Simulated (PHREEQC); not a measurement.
Make-up at 20 °C: 0.12 mol HNO3, 0.00013 mol NaCl and 0.00034 mol CuCl2 per kg of water. Closed to the air; pH follows from the charge balance.

Model: ion-association model, phreeqc.dat, run in PHREEQC.

Each row changes one thing in this solution. Precipitation was switched off in this run.

```tsv
case	pH	CuCl+ (mol/kgw)	CuOH+ (mol/kgw)	SI of Halite (NaCl)
as made	1.01	2.20e-7	1.74e-11	-8.78
CuCl2 from 0.00034 to 0.00068 mol/kgw	1.01	8.06e-7	3.47e-11	-8.51
diluted 100-fold with water	2.94	4.96e-11	2.62e-11	-12.58
NaCl from 0.00013 to 6.5e-05 mol/kgw	1.01	?	1.74e-11	-9.11
0.03 mol/kgw CO2 added	1.01	2.20e-7	1.74e-11	-8.78
HNO3 replaced by Zn(NO3)2 at the same molality	?	1.50e-7	2.75e-7	-8.88
```

### Question
Complete the blanks.

### Answer

- NaCl from 0.00013 to 6.5e-05 mol/kgw, CuCl+ (mol/kgw): 2.02e-7
- HNO3 replaced by Zn(NO3)2 at the same molality, pH: 5.30
